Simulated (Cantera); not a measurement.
Input: 1 mol C₂H₆, 0.082 mol CO₂, 3.5 mol H₂, at 2373.15 K and 101000 Pa.

Method: chemical equilibrium by Gibbs-energy minimisation in Cantera with the NASA 1993 tables (ideal gas, pure condensed phases). Candidate condensed phases: C, C₆H₆, C₇H₈, C₈H₁₈, H₂O; 110 gas species. The numbers say what is thermodynamically allowed, not how fast it happens.

Base state: H₂ 0.956, CO 0.0244, H 0.0136, C₂H₂ (acetylene) 0.00588, CH₄ 0.000173, CH₃ 4.54e-5, C₄H₂ 1.49e-5 (mole fractions); condensed: C(graphite).

### Question
What changes in the equilibrium state with this change: CO₂ from 0.082 to 0.15 mol?

### Answer
```json
[
 {"species": "H₂", "before": "0.956", "after": "0.937"},
 {"species": "CO", "before": "0.0244", "after": "0.0438"},
 {"species": "H", "before": "0.0136", "after": "0.0134"},
 {"species": "CH₄", "before": "0.000173", "after": "0.000166"},
 {"species": "CH₃", "before": "4.54e-5", "after": "4.40e-5"},
 {"species": "C₄H₂", "before": "1.49e-5", "after": "1.46e-5"},
 {"species": "C₂H₂ (acetylene)", "before": "0.00588", "after": "0.00577"},
 {"species": "C(graphite), mol", "before": "1.84", "after": "1.77"}
]
```
